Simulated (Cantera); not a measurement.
Input (Python, Cantera) and output of one run.

```python
import numpy as np
import cantera as ct

gas_names = """
    CL CL2 H HCL H2 Si SiCL SiCL2 SiCL3 SiCL4 SiH SiHCL3 SiH2 SiH2CL2 SiH3 SiH3CL SiH4 Si2 Si3
""".split()
cond_names = """
    Si(cr) Si(L)
""".split()


def load(file, names, dense=False):
    # The tables refer to 1 bar. Condensed volumes are neglected.
    table = {s.name: s for s in ct.Species.list_from_file(file)}
    out = []
    for n in names:
        d = dict(table[n].input_data)
        d["thermo"] = dict(d["thermo"], **{"reference-pressure": 1e5})
        if dense:
            d["equation-of-state"] = {"model": "constant-volume", "density": "1e6 g/cm^3"}
        out.append(ct.Species.from_dict(d))
    return out


gas = ct.Solution(thermo="ideal-gas", species=load("nasa_gas.yaml", gas_names))
cond = {s.name: ct.Solution(thermo="fixed-stoichiometry", species=[s], name=s.name)
        for s in load("nasa_condensed.yaml", cond_names, dense=True)}
atoms = {
    'SiH4': {'Si': 1, 'H': 4},
    'HCl': {'H': 1, 'CL': 1},
    'H2': {'H': 2},
}
top_T = {}  # K; cautious upper limits of use, not melting points


def equilibrate(T, P, feed):
    n = {}
    for name, mol in feed.items():
        for a, k in atoms[name].items():
            n[a] = n.get(a, 0.0) + k * mol
    gas.TPX = T, P, n
    mass = sum(n.values()) * gas.mean_molecular_weight
    gas.equilibrate("TP")
    valid = [c for c in cond.values() if c.min_temp <= T <= top_T.get(c.name, c.max_temp)]
    mix = ct.Mixture([(gas, mass / gas.mean_molecular_weight)] + [(c, 0.0) for c in valid])
    mix.T, mix.P = T, P
    mix.equilibrate("TP", solver="vcs", rtol=1e-11, max_steps=5000)
    return mix


results = []
feed = {'SiH4': 1, 'HCl': 2.7, 'H2': 620}  # mol
P = 101325  # Pa
for T in [873, 973, 1073, 1173, 1273, 1373, 1473, 1573, 1673, 1773]:
    mix = equilibrate(T, P, feed)
    results.append((T, P, feed, dict(zip(mix.species_names, mix.species_moles))))

top = {s: max(r[3][s] / sum(r[3][g] for g in gas_names) for r in results) for s in gas_names}
cols = sorted((s for s in top if top[s] > 0.001), key=lambda s: -top[s])[:7]
seen = [c for c in cond_names if any(r[3].get(c, 0) > 1e-12 for r in results)]
print("log10 of partial pressures in bar; condensed amounts in mol")
print(f"{'T/K':>10s}" + "".join(f"{s[:9]:>10s}" for s in cols + seen))
for T, P, feed, n in results:
    ng = sum(n[g] for g in gas_names)
    print(f"{T:10.4g}" + "".join(f"{np.log10(max(n[s] / ng * P / 1e5, 1e-99)):10.3f}" for s in cols)
          + "".join(f"{n.get(c, 0):10.4g}" for c in seen))
```

Result:

```
log10 of partial pressures in bar; condensed amounts in mol
       T/K        H2       HCL    Si(cr)     Si(L)
       873     0.005    -3.096    0.2779         0
       973     0.005    -2.713    0.4949         0
      1073     0.004    -2.482    0.7618         0
      1173     0.004    -2.394    0.9119         0
      1273     0.004    -2.375    0.9518         0
      1373     0.004    -2.372    0.9598         0
      1473     0.004    -2.371    0.9601         0
      1573     0.004    -2.371    0.9572         0
      1673     0.004    -2.372    0.9502         0
      1773     0.004    -2.371         0    0.9438
```

These are equilibrium values from Cantera (NASA tables, ideal gas, pure condensed phases), not measurements of a reactor. Gases not in the tables: Si2H6 and higher silanes.
